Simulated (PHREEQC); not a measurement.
PHREEQC input (Pitzer model, pitzer.dat):

```
SOLUTION 1
  temp 25
  units mol/kgw
  pH 7 charge
  Cl 0.014
  K 0.618
  C(4) 0.286
  S(6) 0.029
END
USE solution 1
INCREMENTAL_REACTIONS false
REACTION 1
  H2O -1
  0 9.886 18.011 24.689 30.178 34.689 38.397 41.444
  43.949 46.007 47.699 49.089 50.232 51.172 51.944 52.578 moles
EQUILIBRIUM_PHASES 1
  Arcanite 0 0
  Kalicinite 0 0
  Misenite 0 0
  Sylvite 0 0
SELECTED_OUTPUT 1
  -reset false
  -pH true
  -pe true
  -ionic_strength true
  -water true
  -activities H2O
  -totals C Cl K S
  -molalities H+ K+ Cl- CO3-2 SO4-2 OH- HCO3- CO2 HSO4-
  -equilibrium_phases Arcanite Kalicinite Misenite Sylvite
PRINT
  -reset false
END
```

Selected output (columns that matter, 16 of 16 rows; water left (kg) added in front):

```
water left (kg)	pH	mu	C	Cl	K	S	m_H+	m_K+	m_Cl-	m_CO3-2	m_SO4-2	m_OH-	la_H2O	Arcanite
1	10.77	0.90621	0.286	0.014	0.618	0.029	4.0392e-11	0.618	0.014	0.25921	0.029	0.0007925	-0.0059072	0
0.821897	10.755	1.1028	0.34798	0.017034	0.75192	0.035284	4.4823e-11	0.75192	0.017034	0.31559	0.035284	0.00074826	-0.0071494	0
0.67552	10.74	1.342	0.42338	0.020725	0.91485	0.04293	4.976e-11	0.91485	0.020725	0.38419	0.04293	0.00070175	-0.0086643	0
0.555211	10.728	1.633	0.51512	0.025216	1.1131	0.052232	5.5121e-11	1.1131	0.025216	0.46764	0.052232	0.00065357	-0.010521	0
0.456322	10.719	1.987	0.62675	0.03068	1.3543	0.063552	6.0723e-11	1.3543	0.03068	0.56917	0.063552	0.00060436	-0.012814	0
0.375054	10.714	2.4178	0.76256	0.037328	1.6478	0.077322	6.6224e-11	1.6478	0.037328	0.69268	0.077322	0.00055482	-0.015671	0
0.308251	10.716	2.9419	0.92781	0.045418	2.0049	0.094079	7.1082e-11	2.0049	0.045418	0.84296	0.094079	0.00050564	-0.019273	0
0.253357	10.727	3.5795	1.1288	0.055258	2.4392	0.11446	7.452e-11	2.4392	0.055258	1.0258	0.11446	0.00045754	-0.023874	0
0.208228	10.748	4.3554	1.3735	0.067234	2.9679	0.13927	7.5556e-11	2.9679	0.067234	1.2482	0.13927	0.00041116	-0.029843	0
0.171151	10.78	5.1743	1.671	0.081799	3.5277	0.12787	7.6393e-11	3.5277	0.081799	1.5188	0.12787	0.0003665	-0.03687	0.0071148
0.140668	10.823	6.1147	2.0332	0.099525	4.1715	0.095235	7.6818e-11	4.1715	0.099525	1.848	0.095235	0.00032221	-0.045781	0.015603
0.115626	10.887	7.2935	2.4735	0.12108	4.9778	0.067318	7.4345e-11	4.9778	0.12108	2.2483	0.067318	0.00027919	-0.057964	0.021216
0.0950342	10.975	8.7622	3.0094	0.14732	5.9819	0.044639	6.8237e-11	5.9819	0.14732	2.7356	0.044639	0.00023825	-0.074754	0.024758
0.0780992	11.093	10.582	3.662	0.17926	7.2252	0.027397	5.8377e-11	7.2252	0.17926	3.3289	0.027397	0.00020003	-0.098025	0.02686
0.064191	11.247	12.82	4.4555	0.2181	8.7546	0.01534	4.5638e-11	8.7546	0.2181	4.0502	0.01534	0.00016508	-0.13035	0.028015
0.0527689	11.444	15.562	5.4199	0.26531	10.628	0.0077067	3.187e-11	10.628	0.26531	4.927	0.0077067	0.00013375	-0.17529	0.028593
```
